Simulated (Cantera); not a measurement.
Input (Python, Cantera):

```python
import numpy as np
import cantera as ct

gas = ct.Solution("gri30.yaml")
gas.TPX = 1200, 100000, {'CH4': 1, 'C2H6': 0.049, 'C3H8': 1.2, 'O2': 8.88, 'N2': 84.4}
reactor = ct.IdealGasConstPressureReactor(gas, energy="on", clone=False)
net = ct.ReactorNet([reactor])
net.rtol, net.atol = 1e-08, 1e-16
show = ['CH4', 'C2H6', 'C3H8', 'CH2O', 'OH']
times = np.geomspace(5e-06, 6, 16)

steps = ct.SolutionArray(gas, extra=["t"])
rows = []
print(f"{'t/s':>10s}{'T/K':>9s}{'P/Pa':>11s}" + "".join(f"{s:>11s}" for s in show))
for t in times:
    while net.time < t:
        t_next = net.step()
        steps.append(gas.state, t=t_next)
    rows.append([np.interp(t, steps.t, y) for y in (steps.T, steps.P, *steps(*show).X.T)])
    print(f"{t:10.3e}{rows[-1][0]:9.1f}{rows[-1][1]:11.4g}" + "".join(f"{x:11.3e}" for x in rows[-1][2:]))
rate = np.gradient(steps.T, steps.t)
print("integrator steps:", len(steps.t))
if steps.T.max() > steps.T[0] + 200:
    print(f"time of steepest temperature rise: {steps.t[rate.argmax()]:.4e} s")
gas.TPX = 1200, 100000, {'CH4': 1, 'C2H6': 0.049, 'C3H8': 1.2, 'O2': 8.88, 'N2': 84.4}
gas.equilibrate("HP")
print(f"equilibrium (HP): T = {gas.T:.1f} K  " + "  ".join(f"{s} {gas[s].X[0]:.3e}" for s in show))
```

Output:

```
       t/s      T/K       P/Pa        CH4       C2H6       C3H8       CH2O         OH
 5.000e-06   1200.0      1e+05  1.047e-02  5.129e-04  1.256e-02  4.505e-10  3.002e-09
 1.271e-05   1200.0      1e+05  1.047e-02  5.129e-04  1.256e-02  3.662e-09  6.428e-09
 3.232e-05   1200.0      1e+05  1.047e-02  5.129e-04  1.256e-02  3.570e-08  9.182e-09
 8.219e-05   1199.9      1e+05  1.047e-02  5.129e-04  1.255e-02  4.063e-07  2.026e-08
 2.090e-04   1199.9      1e+05  1.047e-02  5.137e-04  1.253e-02  4.690e-06  6.676e-08
 5.313e-04   1199.8      1e+05  1.047e-02  5.286e-04  1.245e-02  2.951e-05  9.853e-08
 1.351e-03   1199.9      1e+05  1.048e-02  5.862e-04  1.222e-02  9.557e-05  1.053e-07
 3.435e-03   1200.4      1e+05  1.051e-02  7.326e-04  1.159e-02  2.733e-04  1.387e-07
 8.734e-03   1205.8      1e+05  1.059e-02  1.116e-03  9.195e-03  8.937e-04  4.477e-07
 2.221e-02   2096.7      1e+05  7.850e-19 -6.623e-33 -6.674e-45  4.957e-13  1.396e-03
 5.646e-02   2102.0      1e+05  4.573e-20  9.870e-38 -1.398e-54  3.062e-13  1.221e-03
 1.436e-01   2101.6      1e+05  4.625e-20  1.017e-37  5.536e-55  3.074e-13  1.216e-03
 3.650e-01   2100.7      1e+05  4.744e-20  1.054e-37  5.810e-55  3.105e-13  1.204e-03
 9.281e-01   2099.3      1e+05  4.946e-20  1.118e-37  6.283e-55  3.160e-13  1.185e-03
 2.360e+00   2098.0      1e+05  5.118e-20  1.173e-37  6.699e-55  3.209e-13  1.169e-03
 6.000e+00   2097.8      1e+05  5.149e-20  1.184e-37  6.778e-55  3.218e-13  1.166e-03
integrator steps: 2290
time of steepest temperature rise: 1.1712e-02 s
equilibrium (HP): T = 2097.8 K  CH4 7.244e-20  C2H6 1.890e-37  C3H8 1.133e-54  CH2O 3.218e-13  OH 1.166e-03
```

Model: GRI-Mech 3.0 (53 species, 325 reactions), integrated in Cantera. GRI-Mech 3.0 was tuned for natural gas; its chemistry of propane as a main component is partial and can be far from experiment.
